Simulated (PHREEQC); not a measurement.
## Metal-bearing waste water: speciation

Solution (25 °C): 5.9 mmol/kgw FeCl3 and 0.092 mmol/kgw Na2SO4. Closed to the air; pH follows from the charge balance.

Computed with PHREEQC (ion-association model, wateq4f.dat).

This is a speciation only: nothing precipitates in the calculation.

### Question
What pH, ionic strength does the model give?

### Answer
pH 2.50; ionic strength 0.0290 mol/kgw.

### Question
In which forms is Cl present?

### Answer
Cl- 97 %, FeCl+2 2.7 % of the Cl.

Saturation is exceeded, for instance for Hematite (slow to form), Goethite (slow to form); the values hold only as long as no solid forms.
